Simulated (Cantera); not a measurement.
# Equilibrium for chlorosilane synthesis and conversion: Si + HCl + H2

A closed system holds: 1 mol Si, a varied amount of HCl, 17 mol H2, equilibrated at 650 K and 1.00 bar.

These are equilibrium values from Cantera (NASA tables, ideal gas, pure condensed phases), not measurements of a reactor. Candidate condensed phases: Si; 19 gas species. Kinetics and transport are ignored.

From 0.54 mol HCl to 3.4 mol HCl the condensed part is Si(s). At 3.8 mol HCl nothing is condensed. The main Si-bearing gas is SiHCl3 at 0.54 mol HCl and SiCl4 at 3.8 mol HCl. The share of Si in condensed phases is highest at 0.54 mol HCl (83.7 %) and lowest at 3.8 mol HCl (0.0 %).

```json
[
 {"n(HCl) (mol)": "0.54", "x H2": "0.991", "x SiCl4": "0.00345", "x SiHCl3": "0.00541", "x SiH2Cl2": "0.000491", "x HCl": "5.14e-5", "x SiH3Cl": "9.17e-6", "x SiCl3": "9.04e-8", "n Si(s)": "0.837"},
 {"n(HCl) (mol)": "0.94", "x H2": "0.984", "x SiCl4": "0.00648", "x SiHCl3": "0.00864", "x SiH2Cl2": "0.000668", "x HCl": "5.99e-5", "x SiH3Cl": "1.06e-5", "x SiCl3": "1.45e-7", "n Si(s)": "0.721"},
 {"n(HCl) (mol)": "1.3", "x H2": "0.979", "x SiCl4": "0.00927", "x SiHCl3": "0.0113", "x SiH2Cl2": "0.000795", "x HCl": "6.54e-5", "x SiH3Cl": "1.15e-5", "x SiCl3": "1.90e-7", "n Si(s)": "0.618"},
 {"n(HCl) (mol)": "1.7", "x H2": "0.973", "x SiCl4": "0.0124", "x SiHCl3": "0.0140", "x SiH2Cl2": "0.000914", "x HCl": "7.01e-5", "x SiH3Cl": "1.23e-5", "x SiCl3": "2.36e-7", "n Si(s)": "0.503"},
 {"n(HCl) (mol)": "2.2", "x H2": "0.966", "x SiCl4": "0.0163", "x SiHCl3": "0.0171", "x SiH2Cl2": "0.00104", "x HCl": "7.48e-5", "x SiH3Cl": "1.30e-5", "x SiCl3": "2.89e-7", "n Si(s)": "0.361"},
 {"n(HCl) (mol)": "2.6", "x H2": "0.960", "x SiCl4": "0.0194", "x SiHCl3": "0.0194", "x SiH2Cl2": "0.00113", "x HCl": "7.78e-5", "x SiH3Cl": "1.35e-5", "x SiCl3": "3.29e-7", "n Si(s)": "0.248"},
 {"n(HCl) (mol)": "3", "x H2": "0.955", "x SiCl4": "0.0224", "x SiHCl3": "0.0216", "x SiH2Cl2": "0.00121", "x HCl": "8.05e-5", "x SiH3Cl": "1.38e-5", "x SiCl3": "3.67e-7", "n Si(s)": "0.135"},
 {"n(HCl) (mol)": "3.4", "x H2": "0.950", "x SiCl4": "0.0254", "x SiHCl3": "0.0236", "x SiH2Cl2": "0.00128", "x HCl": "8.28e-5", "x SiH3Cl": "1.42e-5", "x SiCl3": "4.04e-7", "n Si(s)": "0.0230"},
 {"n(HCl) (mol)": "3.8", "x H2": "0.949", "x SiCl4": "0.0402", "x SiHCl3": "0.0101", "x SiH2Cl2": "0.000147", "x HCl": "0.000307", "x SiH3Cl": "4.41e-7", "x SiCl3": "1.73e-7", "n Si(s)": "0"}
]
```
x: gas mole fraction; n: condensed amount in mol.
